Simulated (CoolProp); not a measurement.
Methane at 481.87 K and 0.209 MPa is throttled through a valve to 0.04 MPa with no heat exchange. Each further row changes one setting.

Values from CoolProp's reference Helmholtz-energy equation of state, Setzmann 1991.

| case | temperature change (K) | final density (kg/m³) |
|---|---|---|
| as stated | -0.2 | [?] |
| outlet pressure 0.012 MPa | [?] | [?] |
| outlet pressure 0.052 MPa | -0.2 | [?] |

What belongs in the gaps?


- as stated, final density (kg/m³): 0.160
- outlet pressure 0.012 MPa, temperature change (K): -0.3
- outlet pressure 0.012 MPa, final density (kg/m³): 0.0481
- outlet pressure 0.052 MPa, final density (kg/m³): 0.208
